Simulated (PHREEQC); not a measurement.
Solution A (0.0095 mol/kgw NH4HS) is mixed with solution B (0.0051 mol HF and 0.056 mol NH4HF2 per kg of water) at 25 °C; shares are by mass of water, 1 kg in all. The system is closed to oxygen. No CO2 enters from the air. Nothing may precipitate in this run.

Equilibrium calculation in PHREEQC: ion-association model, wateq4f.dat.

```tsv
share of solution B	pH	HS- (mol/kgw)	H2S (mol/kgw)	F- (mol/kgw)	HF (mol/kgw)
0	8.09	0.00893	0.000571	0	0
0.05	7.16	0.00588	0.00314	0.00585	5.36e-7
0.1	6.48	0.00242	0.00613	0.0117	5.07e-6
0.15	4.34	2.29e-5	0.00805	0.0164	0.000994
0.2	3.78	6.00e-6	0.00759	0.0187	0.00406
0.25	3.58	3.62e-6	0.00712	0.0209	0.00703
0.3	3.47	2.64e-6	0.00665	0.0230	0.00991
0.35	3.40	2.09e-6	0.00617	0.0250	0.0127
0.4	3.35	1.72e-6	0.00570	0.0270	0.0154
0.45	3.31	1.44e-6	0.00522	0.0290	0.0180
0.5	3.27	1.23e-6	0.00475	0.0309	0.0205
0.55	3.25	1.05e-6	0.00427	0.0328	0.0230
0.6	3.23	8.90e-7	0.00380	0.0347	0.0254
0.65	3.21	7.51e-7	0.00332	0.0365	0.0277
0.7	3.19	6.25e-7	0.00285	0.0383	0.0300
0.75	3.18	5.08e-7	0.00237	0.0401	0.0322
0.8	3.17	3.97e-7	0.00190	0.0419	0.0344
0.85	3.16	2.92e-7	0.00142	0.0437	0.0365
0.9	3.15	1.92e-7	0.000950	0.0454	0.0386
0.95	3.14	9.45e-8	0.000475	0.0471	0.0406
1	3.13	0	0	0.0488	0.0426
```

The polysulfide entries of wateq4f.dat were taken out for this run. wateq4f.dat counts part of the HF as a dimer, H2F2, which phreeqc.dat doesn't know; its constant is uncertain.
